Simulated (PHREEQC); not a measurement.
0.068 g of hydrous ferric oxide (600 m²/g; 0.2 weak and 0.005 strong sites per Fe, Dzombak-Morel constants, diffuse double layer) in 1 kg of water with 0.05 mol/kgw of an inert sodium salt, at 25 °C; the pH is set by adding NaOH or the inert anion's acid. Oxygen is held at 0.21 atm. CO2 from the air is kept out. Precipitation was switched off in this run.

The numbers come from PHREEQC with the ion-association model, wateq4f.dat.

| pH | surface charge σ (C/m²) | surface potential ψ (mV) |
|---|---|---|
| 4 | 0.294 | 160 |
| 4.5 | 0.238 | 149 |
| 5 | (withheld) | (withheld) |
| 5.5 | 0.130 | 118 |
| 6 | (withheld) | 99 |
| 6.5 | (withheld) | 78 |
| 7 | 0.034 | 56 |
| 7.5 | (withheld) | 31 |
| 8 | 0.003 | (withheld) |
| 8.5 | -0.010 | -20 |
| 9 | -0.026 | -45 |
| 9.5 | (withheld) | -69 |
| 10 | -0.074 | -90 |

Task: Complete the blanks.

Result: 
- 5, surface charge σ (C/m²): 0.181
- 5, surface potential ψ (mV): 135
- 6, surface charge σ (C/m²): 0.089
- 6.5, surface charge σ (C/m²): 0.058
- 7.5, surface charge σ (C/m²): 0.017
- 8, surface potential ψ (mV): 6
- 9.5, surface charge σ (C/m²): -0.046
